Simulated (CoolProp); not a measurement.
Aqueous potassium formate as a coolant, at 8 °C, 1 atm.

Model: Melinder's fits for secondary coolants, in CoolProp.

| mass % | freezing point (°C) | density (kg/m³) | viscosity (mPa s) | Prandtl number | conductivity (W/(m K)) |
|---|---|---|---|---|---|
| 5.9 | … | 1038 | 1.52 | 10.6 | 0.567 |
| 9.9 | -4.9 | … | 1.58 | 10.7 | 0.561 |
| 13.8 | -7.2 | 1086 | 1.65 | 10.9 | 0.555 |
| 17.8 | -10.0 | 1111 | 1.75 | 11.2 | 0.548 |
| 21.7 | -13.0 | 1137 | 1.86 | 11.6 | 0.542 |
| 25.7 | -16.6 | 1164 | 2.00 | 12.2 | 0.534 |
| 29.6 | -20.7 | 1191 | 2.15 | 12.8 | 0.527 |
| 33.6 | -25.6 | 1220 | … | 13.4 | … |
| 37.5 | -31.0 | 1248 | 2.47 | 14.1 | 0.509 |
| 41.5 | -37.5 | … | … | 15.3 | 0.499 |
| 45.4 | -44.7 | … | 3.08 | 17.2 | … |

Problem. Some entries are withheld; supply them.

Solution. 
- 5.9, freezing point (°C): -2.7
- 9.9, density (kg/m³): 1062
- 33.6, viscosity (mPa s): 2.30
- 33.6, conductivity (W/(m K)): 0.519
- 41.5, density (kg/m³): 1278
- 41.5, viscosity (mPa s): 2.70
- 45.4, density (kg/m³): 1309
- 45.4, conductivity (W/(m K)): 0.488
